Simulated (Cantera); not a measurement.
A closed system holds: 1 mol Si, 8.9 mol HBr, 0.67 mol H2, at 1148.15 K and 13.3 mbar.

Cantera equilibrium calculation (NASA polynomials, part measured and part estimated; ideal gas, pure solids and liquids). Candidate condensed phases: Br2, Si; 19 gas species. The tables' values for SiBr3 are old estimates; treat these amounts as uncertain. The numbers say what is thermodynamically allowed, not how fast it happens.

Base state: HBr 0.575, H2 0.308, SiBr4 0.113, SiBr2 0.00168, SiBr3 0.00144, SiHBr3 0.000720, Br 0.000368 (mole fractions); condensed: gas only.

**Question.** What changes in the equilibrium state with this change: temperature from 1148.15 K to 998 K?

**Answer.** 
```tsv
species	before	after
HBr	0.575	0.572
H2	0.308	0.311
SiBr4	0.113	0.116
SiBr2	0.00168	2.23e-5
SiBr3	0.00144	0.000102
Br	0.000368	3.30e-5
SiHBr3	0.000720	0.000254
```

**Question.** What changes in the equilibrium state with this change: H2 from 0.67 to 4.2 mol?

**Answer.** 
```json
[
 {"species": "H2", "before": "0.308", "after": "0.505"},
 {"species": "HBr", "before": "0.575", "after": "0.413"},
 {"species": "SiBr4", "before": "0.113", "after": "0.0758"},
 {"species": "SiBr2", "before": "0.00168", "after": "0.00360"},
 {"species": "Br", "before": "0.000368", "after": "0.000206"},
 {"species": "SiHBr3", "before": "0.000720", "after": "0.00111"}
]
```
